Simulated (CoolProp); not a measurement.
Vapour-liquid equilibrium of benzene (1) + n-heptane (2) at 284.6 K; x and y are mole fractions of (1).

The numbers come from the multi-fluid Helmholtz-energy mixture model, Thol 2012 and Span 2003; pair parameters Bell 2016 in CoolProp.

| x | bubble pressure, mixture model (MPa) | bubble pressure, Raoult's law (MPa) | y, mixture model | y, Raoult's law |
|---|---|---|---|---|
| 0.05 | 0.003322 | 0.003158 | 0.147 | 0.104 |
| 0.125 | 0.003816 | 0.003426 | 0.314 | 0.239 |
| 0.2 | 0.004271 | 0.003694 | 0.436 | 0.355 |
| 0.275 | 0.004679 | 0.003961 | 0.528 | 0.455 |
| 0.35 | 0.005034 | 0.004229 | 0.599 | 0.542 |
| 0.425 | 0.005340 | 0.004497 | 0.656 | 0.619 |
| 0.5 | 0.005601 | 0.004764 | 0.703 | 0.687 |
| 0.575 | 0.005824 | 0.005032 | 0.745 | 0.748 |
| 0.65 | 0.006014 | 0.005300 | 0.783 | 0.803 |
| 0.725 | 0.006178 | 0.005567 | 0.820 | 0.853 |
| 0.8 | 0.006319 | 0.005835 | 0.859 | 0.898 |
| 0.875 | 0.006434 | 0.006103 | 0.904 | 0.939 |
| 0.95 | 0.006518 | 0.006370 | 0.957 | 0.977 |

The largest gap from Raoult's law is +19.0 % in bubble pressure, at x = 0.35. No azeotrope shows between x = 0.05 and 0.95.

Pair parameters are fitted to limited data, so mixtures are less certain than the pure fluids.
